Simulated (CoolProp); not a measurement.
Model: reference Helmholtz-energy equation of state, de Reuck 1993, in CoolProp.

Question: Give the vapour pressure (bar), liquid density (kg/m³), liquid cp (kJ/(kg K)), vapour Z of saturated methanol at 117.45 °C.

Answer: 
```
T (°C)  p (bar)  liquid density (kg/m³)  liquid cp (kJ/(kg K))  vapour Z
------  -------  ----------------------  ---------------------  --------
117.45     5.96                     690                   3.37     0.873
```
